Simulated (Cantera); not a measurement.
## AlN + F2 (nitride etching)

Feed: 1 mol AlN, 2.5 mol F2, held at 2.00 mbar.

Cantera equilibrium calculation (NASA polynomials, part measured and part estimated; ideal gas, pure solids and liquids). Candidate condensed phases: Al, AlF3, AlN; 14 gas species. Equilibrium is a limit: real reactors are often held back by kinetics, nucleation or transport.

```tsv
T (°C)	x F	x AlF3	x N2	x F2
900	0.568	0.281	0.144	0.00358
1000	0.570	0.285	0.143	0.000948
1100	0.571	0.286	0.143	0.000302
1200	0.571	0.286	0.143	0.000112
1300	0.571	0.286	0.143	4.72e-5
1400	0.571	0.286	0.143	2.19e-5
1500	0.571	0.286	0.143	1.11e-5
1600	0.571	0.286	0.143	6.04e-6
```
x: gas mole fraction; nothing condenses.

From 900 °C to 1600 °C nothing is condensed. The main Al-bearing gas is AlF3 throughout.
